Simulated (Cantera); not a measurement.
Pyrogenic steam for wet oxidation

An isothermal, constant-pressure homogeneous reactor starts with 21.9 % H2, 37.2 % O2, 40.9 % N2, equivalence ratio 0.29, at 1250 K and 100.0 Torr.

Model: the H2/O2 subset of GRI-Mech 3.0, which has no nitrogen chemistry, integrated in Cantera. The temperature is held fixed by assumption; the heat of reaction is taken as removed at once.

```tsv
t (s)	x H2	x O2	x OH	x HO2	x H2O2	x H2O
0.000100	0.217	0.371	0.000202	1.20e-5	4.20e-8	0.00128
0.000246	0.0154	0.275	0.00939	3.79e-5	2.39e-6	0.180
0.000606	0.00497	0.288	0.00517	3.92e-5	2.97e-6	0.231
0.00149	0.000678	0.293	0.00176	2.01e-5	1.60e-6	0.244
0.00367	8.79e-5	0.294	0.000639	5.10e-6	5.74e-7	0.246
0.00904	1.55e-5	0.294	0.000284	1.21e-6	2.06e-7	0.246
0.0223	3.70e-6	0.294	0.000146	3.47e-7	7.82e-8	0.246
0.0548	1.10e-6	0.294	8.16e-5	1.17e-7	3.09e-8	0.246
0.135	3.74e-7	0.294	4.84e-5	4.86e-8	1.26e-8	0.246
0.332	1.42e-7	0.294	3.00e-5	2.89e-8	5.34e-9	0.246
0.817	6.50e-8	0.294	2.03e-5	2.63e-8	2.63e-9	0.246
2.01	4.50e-8	0.294	1.67e-5	2.77e-8	1.87e-9	0.246
4.95	4.32e-8	0.294	1.63e-5	2.79e-8	1.80e-9	0.246
12.2	4.32e-8	0.294	1.63e-5	2.79e-8	1.80e-9	0.246
30.0	4.32e-8	0.294	1.63e-5	2.79e-8	1.80e-9	0.246
```
x: mole fraction; the columns are a selection and need not sum to one.

Equilibrium at this temperature and pressure: H2 4.32e-8, O2 0.294, OH 1.63e-5, HO2 2.79e-8, H2O2 1.80e-9, H2O 0.246 (gas phase only).
